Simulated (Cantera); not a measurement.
## Counterflow diffusion flame

A counterflow diffusion flame at 760 Torr, nozzles 20 mm apart: fuel side CH₄ : C₂H₆ : C₃H₈ = 1 : 1.1 : 0.055 (molar parts) at 525 K, oxidiser side O₂ : N₂ = 0.25 : 0.75 (molar parts) at 575 K, fuel mass flux 0.86 times the oxidiser's; mixture-averaged transport, no radiation.

Model: GRI-Mech 3.0 (53 species, 325 reactions), integrated in Cantera. GRI-Mech 3.0 has no aromatics or soot, which form on the fuel side of real flames. The maximum strain rate includes the flame's own expansion and is several times the mean.

```
oxidiser flux (kg/m²/s)  max strain (1/s)  mean strain (1/s)  T max (K)  peak x OH  peak x H  peak x NO  peak x CO  peak x C₂H₂
-----------------------  ----------------  -----------------  ---------  ---------  --------  ---------  ---------  -----------
0.25                                  223               39.7       2309     0.0130   0.00608   0.000511     0.0874       0.0420
0.36                                  311               57.2       2285     0.0130   0.00646   0.000458     0.0858       0.0407
0.52                                  436               82.6       2263     0.0129   0.00685   0.000413     0.0843       0.0392
0.74                                  604                117       2243     0.0129   0.00724   0.000373     0.0831       0.0377
1.1                                   873                175       2222     0.0128   0.00770   0.000330     0.0820       0.0360
1.5                                  1160                238       2204     0.0126   0.00802   0.000295     0.0813       0.0345
2.1                                  1580                333       2180     0.0123   0.00829   0.000252     0.0805       0.0325
3.1                                  2260                492       2151     0.0118   0.00850   0.000202     0.0800       0.0299
```
x: mole fraction; the columns are a selection and need not sum to one.
